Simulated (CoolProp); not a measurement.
Dry air along the isotherm 84.1 K: Z from the reference equation and from simpler models built on Tc = 132.5 K, pc = 3786 kPa, ω = 0.034; each cubic takes its own stable root.

Values from CoolProp's reference Helmholtz-energy equation of state, Lemmon 2000. It is a pseudo-pure fit of the blend.

```tsv
p (kPa)	phase	reference	van der Waals	Soave-Redlich-Kwong
29.9	gas	0.9896	0.9932	0.9907
45.2	gas	0.9842	0.9897	0.9859
68.1	gas	0.9761	0.9845	0.9786
103	gas	0.9633	0.9763	0.9673
353	liquid	0.01717	0.9136	0.01679
532	liquid	…	0.03679	0.02528
803	liquid	0.03900	0.05541	0.03812
1210	liquid	0.05870	0.08322	0.05734
1830	liquid	0.08859	0.1253	0.08649
2760	liquid	0.1332	0.1877	0.1299
4160	liquid	…	…	0.1948
6270	liquid	0.2995	0.4175	0.2914
9460	liquid	0.4480	0.6204	0.4351
```

What belongs in the gaps?


- 532, reference: 0.02586
- 4160, reference: 0.1999
- 4160, van der Waals: 0.2804

At some of these states van der Waals gives the other phase, because its saturation line lies elsewhere.
